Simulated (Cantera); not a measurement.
Mixture: H2 : O2 : N2 = 1 : 0.568 : 2.14 (molar parts), at 3900 Torr, adiabatic and at constant volume. Ignition delay is the time to a rise of 400 K.

Model: GRI-Mech 3.0 (53 species, 325 reactions), integrated in Cantera. The hydrogen kinetics of GRI-Mech 3.0 are dated; newer H2 mechanisms differ, most at raised pressure. Where the delays flatten at high temperature, the 400 K rule measures the pace of heat release, not the induction time.

### Question
What does this change do: pressure from 3900 Torr to 760 Torr?

### Answer
```tsv
quantity	before	after
delay at 1200 K	15.3 µs	44.3 µs
delay at 1300 K	6.27 µs	27.9 µs
delay at 1400 K	3.75 µs	19.8 µs
delay at 1500 K	2.59 µs	15.6 µs
delay at 1600 K	1.94 µs	13.4 µs
```

### Question
What does this change do: constant pressure in place of constant volume?

### Answer
| quantity | before | after |
|---|---|---|
| delay at 1200 K | 15.3 µs | 15.8 µs |
| delay at 1300 K | 6.27 µs | 6.54 µs |
| delay at 1400 K | 3.75 µs | 3.95 µs |
| delay at 1500 K | 2.59 µs | 2.76 µs |
| delay at 1600 K | 1.94 µs | 2.11 µs |

### Question
What does this change do: H2 1 to 1.6 parts?

### Answer
```tsv
quantity	before	after
delay at 1200 K	15.3 µs	16.5 µs
delay at 1300 K	6.27 µs	6.48 µs
delay at 1400 K	3.75 µs	3.82 µs
delay at 1500 K	2.59 µs	2.61 µs
delay at 1600 K	1.94 µs	1.93 µs
```
